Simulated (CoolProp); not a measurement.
Properties of n-butane along the isobar 0.683 MPa.

Values from CoolProp's reference Helmholtz-energy equation of state, Bücker 2006.

```csv
T (°C),phase,expansivity (1/kK),fugacity coefficient
113.15,gas,3.538,0.9172
140.05,gas,?,0.9340
167.05,gas,?,?
193.95,gas,?,0.9567
220.95,gas,?,?
247.95,gas,2.145,0.9708
274.85,gas,2.006,0.9758
301.85,gas,1.887,0.9800
```

Q: Some entries are withheld; supply them.

A: 
- 140.05, expansivity (1/kK): 3.087
- 167.05, expansivity (1/kK): 2.760
- 167.05, fugacity coefficient: 0.9468
- 193.95, expansivity (1/kK): 2.510
- 220.95, expansivity (1/kK): 2.310
- 220.95, fugacity coefficient: 0.9645
